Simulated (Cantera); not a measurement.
Input: 1 mol Pb, 0.012 mol O₂, 88 mol H₂, at 8.70 mbar.

Method: chemical equilibrium by Gibbs-energy minimisation in Cantera with the NASA 1993 tables (ideal gas, pure condensed phases). Candidate condensed phases: H₂O, Pb, PbO, PbO₂, Pb₃O₄; 12 gas species. Kinetics and transport are ignored.

x: gas mole fraction; n: condensed amount in mol.

```json
[
 {"T (K)": "500", "x H₂": "1.000", "x H₂O": "0.000273", "x Pb": "<1e-12", "x H": "<1e-12", "n Pb(s)": "1.00", "n Pb(l)": "0"},
 {"T (K)": "550", "x H₂": "1.000", "x H₂O": "0.000273", "x Pb": "1.75e-11", "x H": "<1e-12", "n Pb(s)": "1.00", "n Pb(l)": "0"},
 {"T (K)": "600", "x H₂": "1.000", "x H₂O": "0.000273", "x Pb": "5.93e-10", "x H": "<1e-12", "n Pb(s)": "1.00", "n Pb(l)": "0"},
 {"T (K)": "650", "x H₂": "1.000", "x H₂O": "0.000273", "x Pb": "1.08e-8", "x H": "<1e-12", "n Pb(s)": "0", "n Pb(l)": "1.000"},
 {"T (K)": "700", "x H₂": "1.000", "x H₂O": "0.000273", "x Pb": "?", "x H": "<1e-12", "n Pb(s)": "0", "n Pb(l)": "1.000"},
 {"T (K)": "750", "x H₂": "1.000", "x H₂O": "0.000273", "x Pb": "?", "x H": "?", "n Pb(s)": "0", "n Pb(l)": "1.000"},
 {"T (K)": "800", "x H₂": "1.000", "x H₂O": "0.000273", "x Pb": "7.06e-6", "x H": "3.10e-11", "n Pb(s)": "0", "n Pb(l)": "0.999"},
 {"T (K)": "850", "x H₂": "1.000", "x H₂O": "0.000273", "x Pb": "3.66e-5", "x H": "2.20e-10", "n Pb(s)": "0", "n Pb(l)": "0.997"},
 {"T (K)": "900", "x H₂": "1.000", "x H₂O": "0.000273", "x Pb": "0.000157", "x H": "1.25e-9", "n Pb(s)": "0", "n Pb(l)": "0.986"}
]
```

Q: Complete the blanks.

A: 
- 700, x Pb: 1.28e-7
- 750, x Pb: 1.09e-6
- 750, x H: 3.39e-12
